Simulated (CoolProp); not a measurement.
Vapour-liquid equilibrium of ethane (1) + hydrogen chloride (2) at 218.6 K; x and y are mole fractions of (1).

The numbers come from the multi-fluid Helmholtz-energy mixture model, Bücker 2006 and Thol 2018; pair parameters Bell 2016 in CoolProp.

Q: Give the bubble pressure and the first vapour's composition at x = 0.05, 0.2, 0.8. Is there an azeotrope?

A: x = 0.05: 501.0 kPa, y = 0.155; x = 0.2: 594.4 kPa, y = 0.355; x = 0.8: 590.0 kPa, y = 0.677. y crosses x between x = 0.35 and 0.5: the model has an azeotrope there.

The pair parameters rest on a limited set of measurements; away from them the model extrapolates.
